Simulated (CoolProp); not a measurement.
Properties of R1224YDZ along the isobar 88.1 bar (Tc = 155.5 °C, pc = 33.34 bar, ω = 0.325).

The numbers come from the reference Helmholtz-energy equation of state, Akasaka 2023 in CoolProp.

```json
[
 {"T (°C)": "-71.45", "phase": "liquid", "density (kg/m³)": "1613", "cp (kJ/(kg K))": "1.013", "speed of sound (m/s)": "1043", "Joule-Thomson coefficient (K/MPa)": "-0.4374"},
 {"T (°C)": "-46.85", "phase": "liquid", "density (kg/m³)": "1557", "cp (kJ/(kg K))": "1.031", "speed of sound (m/s)": "941.2", "Joule-Thomson coefficient (K/MPa)": "-0.4165"},
 {"T (°C)": "-22.15", "phase": "liquid", "density (kg/m³)": "1501", "cp (kJ/(kg K))": "1.058", "speed of sound (m/s)": "845.5", "Joule-Thomson coefficient (K/MPa)": "-0.3868"},
 {"T (°C)": "2.55", "phase": "liquid", "density (kg/m³)": "1443", "cp (kJ/(kg K))": "1.091", "speed of sound (m/s)": "755.7", "Joule-Thomson coefficient (K/MPa)": "-0.3476"},
 {"T (°C)": "27.25", "phase": "liquid", "density (kg/m³)": "1383", "cp (kJ/(kg K))": "1.130", "speed of sound (m/s)": "670.9", "Joule-Thomson coefficient (K/MPa)": "-0.2968"},
 {"T (°C)": "51.95", "phase": "liquid", "density (kg/m³)": "1320", "cp (kJ/(kg K))": "1.173", "speed of sound (m/s)": "590.0", "Joule-Thomson coefficient (K/MPa)": "-0.2295"},
 {"T (°C)": "76.55", "phase": "liquid", "density (kg/m³)": "1254", "cp (kJ/(kg K))": "1.220", "speed of sound (m/s)": "512.6", "Joule-Thomson coefficient (K/MPa)": "-0.1379"},
 {"T (°C)": "101.25", "phase": "liquid", "density (kg/m³)": "1180", "cp (kJ/(kg K))": "1.273", "speed of sound (m/s)": "437.8", "Joule-Thomson coefficient (K/MPa)": "-0.006852"},
 {"T (°C)": "125.95", "phase": "liquid", "density (kg/m³)": "1099", "cp (kJ/(kg K))": "1.332", "speed of sound (m/s)": "366.4", "Joule-Thomson coefficient (K/MPa)": "0.1892"},
 {"T (°C)": "150.65", "phase": "liquid", "density (kg/m³)": "1006", "cp (kJ/(kg K))": "1.400", "speed of sound (m/s)": "299.4", "Joule-Thomson coefficient (K/MPa)": "0.4995"},
 {"T (°C)": "175.35", "phase": "supercritical", "density (kg/m³)": "897.6", "cp (kJ/(kg K))": "1.482", "speed of sound (m/s)": "238.1", "Joule-Thomson coefficient (K/MPa)": "1.025"},
 {"T (°C)": "199.95", "phase": "supercritical", "density (kg/m³)": "772.0", "cp (kJ/(kg K))": "1.575", "speed of sound (m/s)": "187.1", "Joule-Thomson coefficient (K/MPa)": "1.922"}
]
```
